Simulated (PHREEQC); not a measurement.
Consider water at 25 °C with 0.0073 mol NH3, 0.0091 mol Na2SiO3 and 0.28 mol (CH3)4NCl per kg of water. Closed to the air; pH follows from the charge balance.

Equilibrium calculation in PHREEQC: ion-association model, wateq4f.dat.

```csv
quantity,before,after
pH,11.76,4.00
ionic strength (mol/kgw),0.299,0.296
```

Q: What was changed between the two runs?
A) diluted 100-fold with water
B) (CH3)4NCl left out
C) Na2SiO3 replaced by NaHF2 at the same molality
D) temperature from 25 to 65 °C
E) NH3 left out

A: C, Na2SiO3 replaced by NaHF2 at the same molality

No solid was allowed to form. (CH3)4N+ isn't in the database: it is added as a free cation with an ion size of 4 Å.
